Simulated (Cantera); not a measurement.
Charge: 1 mol Cu₂O, 1 mol C, 2.3 mol H₂, 8.5 mol CO, held at 1973 K.

Cantera equilibrium calculation (NASA polynomials, part measured and part estimated; ideal gas, pure solids and liquids). Candidate condensed phases: C, C₆H₆, C₇H₈, C₈H₁₈, Cu, CuO, Cu(OH)₂, Cu₂O, H₂O; 113 gas species. Kinetics and transport are ignored.

What share of the Cu ends up in condensed phases as a function of P (Pa), at 10, 36, 130, 460, 1700, 6000, 22000, 77000, 280000, 1000000?


```csv
P (Pa),Cu condensed (%),as
10,0.0,-
36,0.0,-
130,0.0,-
460,0.0,-
1700,0.0,-
6000,64.9,Cu(l)
22000,90.8,Cu(l)
77000,97.4,Cu(l)
280000,99.3,Cu(l)
1000000,99.8,Cu(l)
```
